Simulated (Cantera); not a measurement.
Charge: 1 mol SiO2, 2.5 mol C, 0.19 mol N2, at 2252 °C and 0.240 bar.

These are equilibrium values from Cantera (NASA tables, ideal gas, pure condensed phases), not measurements of a reactor. Candidate condensed phases: C, Si, SiC, SiO2, Si2N2O, Si3N4; 34 gas species. The tables' values for SiN are old estimates; treat these amounts as uncertain. The numbers say what is thermodynamically allowed, not how fast it happens.

Base state: CO 0.793, SiO 0.104, N2 0.0851, Si 0.0141, Si2C 0.00214, SiC2 0.000724, Si2 0.000230, SiN 0.000195 (mole fractions); condensed: SiC(s).

Task: What changes in the equilibrium state with this change: temperature from 2252 °C to 2327 °C?

Result: 
```json
[
 {"species": "CO", "before": "0.793", "after": "0.788"},
 {"species": "SiO", "before": "0.104", "after": "0.0952"},
 {"species": "N2", "before": "0.0851", "after": "0.0836"},
 {"species": "Si", "before": "0.0141", "after": "0.0258"},
 {"species": "SiC2", "before": "0.000724", "after": "0.00196"},
 {"species": "Si3", "before": "2.32e-5", "after": "5.36e-5"},
 {"species": "Si2C", "before": "0.00214", "after": "0.00473"},
 {"species": "Si2", "before": "0.000230", "after": "0.000506"},
 {"species": "SiC(s), mol", "before": "0.724", "after": "0.696"}
]
```
